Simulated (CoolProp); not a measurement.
A single-stage vapour-compression cycle with the fluid: evaporating at 325.15 K (dew point), condensing at 370.15 K (bubble point), superheat 0 K, subcooling 0 K, compressor efficiency 0.65, no pressure losses. The same conditions are run with several fluids, on thermodynamics alone (safety and materials aside).

The numbers come from the reference Helmholtz-energy equation of state of each fluid (R1336mzz(E): Akasaka 2023; R245ca: Zhou 2016; c-C4F8 (RC318): Platzer 1990; isobutane: Bücker 2006; R152A: Outcalt 1996; cyclohexane: Zhou 2014) in CoolProp. The equations of Platzer and Polt are older, rougher fits.

**Question.** Rank R1336mzz(E), R245ca, c-C4F8 (RC318), isobutane, R152A, cyclohexane by cooling COP, highest first.

**Answer.** cyclohexane (3.97), R245ca (3.56), isobutane (3.08), R152A (3.01), R1336mzz(E) (2.97), c-C4F8 (RC318) (2.12)

```tsv
fluid	pressure ratio	discharge temperature (K)	refrigerating effect (kJ/kg)	volumetric capacity (kJ/m³)
R1336mzz(E)	3.08	370.1	67.0	2170
R245ca	3.38	370.2	122	1680
c-C4F8 (RC318)	2.82	370.2	32.3	1990
isobutane	2.61	371.3	167	3090
R152A	2.67	389.1	142	5540
cyclohexane	4.13	374.1	281	348
```

The compression ends wet for: R1336mzz(E); R245ca; c-C4F8 (RC318).
